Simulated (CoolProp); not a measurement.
Saturation properties of oxygen (Tc = 154.6 K, pc = 5.046 MPa, ω = 0.022).

Computed with CoolProp (reference Helmholtz-energy equation of state, Schmidt 1985).

```
T (K)  p (MPa)  liquid density (kg/m³)  vapour viscosity (µPa s)
-----  -------  ----------------------  ------------------------
101.7   0.2922                    1082                      7.86
105.5   0.3931                    1061                      8.17
109.3   0.5176                    1040                      8.49
113.2   0.6733                    1017                      8.82
117     0.8553                   993.2                      9.15
120.9    1.077                   967.9                      9.51
124.7    1.329                   941.8                      9.88
128.5    1.622                   914.0                      10.3
132.4    1.967                   883.2                      10.7
136.2    2.352                   850.2                      11.2
140      2.788                   813.2                      11.8
143.9    3.294                   769.2                      12.6
147.7    3.849                   716.2                      13.7
```

It boils at 90.2 K under 1 atm.

Viscosity comes from a separate model (Lemmon 2004).
